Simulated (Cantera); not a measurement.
A perfectly stirred reactor is fed with 28.8 % H2, 12.0 % O2, 45.2 % N2, 14.1 % H2O, equivalence ratio 1.2, at 0.550 bar; it is adiabatic with a 325 K inlet, and is followed from long to short residence time, starting on the burning branch (τ in s: 0.097, 0.047, 0.023, 0.011, 0.0055, 0.0027, 0.0013, 0.00063, 0.00031, 0.00015, 7.3e-05, 3.6e-05).

Model: the H2/O2 subset of GRI-Mech 3.0, which has no nitrogen chemistry, integrated in Cantera.

**Question.** Predict: blow-out, bracketed by the residence times tried; x(H2) at τ = 97.0 ms; x(O2) at τ = 97.0 ms; x(H2O) at τ = 97.0 ms; x(H) at τ = 97.0 ms; x(OH) at τ = 97.0 ms; x(H2) at τ = 1.30 ms; x(O2) at τ = 1.30 ms; x(H2O) at τ = 1.30 ms; x(H) at τ = 1.30 ms; x(OH) at τ = 1.30 ms.

**Answer.** 
```
Property                                                                      Result
------------------------------------------------  ----------------------------------
blow-out, bracketed by the residence times tried  burning at 73.0 µs, out at 36.0 µs
x(H2) at τ = 97.0 ms                                                          0.0548
x(O2) at τ = 97.0 ms                                                        0.000409
x(H2O) at τ = 97.0 ms                                                          0.428
x(H) at τ = 97.0 ms                                                          0.00305
x(OH) at τ = 97.0 ms                                                         0.00257
x(H2) at τ = 1.30 ms                                                          0.0632
x(O2) at τ = 1.30 ms                                                         0.00692
x(H2O) at τ = 1.30 ms                                                          0.398
x(H) at τ = 1.30 ms                                                           0.0203
x(OH) at τ = 1.30 ms                                                         0.00856
```
